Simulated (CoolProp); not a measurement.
Computed with CoolProp (reference Helmholtz-energy equation of state, Thol 2019).

Q: For dodecamethylpentasiloxane (MD3M), give the phase and the density (kg/m³), cp (kJ/(kg K)), cv (kJ/(kg K)), speed of sound (m/s) at 287.15 °C and 0.885 MPa.

A: 
- 287.15 °C and 0.885 MPa: liquid; density 580, cp 2.29, cv 2.02, speed of sound 263
